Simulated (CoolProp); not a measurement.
A simple Rankine cycle with vinyl chloride: condensing at 330.15 K, boiler at 3.75 MPa, turbine inlet 429 K, turbine efficiency 0.85, pump efficiency 0.8, no recuperator. Each further row changes one setting.

The numbers come from the reference Helmholtz-energy equation of state, Thol 2022 in CoolProp.

```csv
case,thermal efficiency (%),net work (kJ/kg),heat in (kJ/kg),turbine exit temperature (K),volume ratio over the turbine
as stated,12.6,44.5,353,346.9,3.94
condensing temperature 322.15 K,13.9,50.9,366,337.4,4.74
boiler pressure 2.62 MPa,10.1,37.9,374,372.6,2.69
turbine efficiency 0.75,11.0,38.8,353,352.2,4.03
```
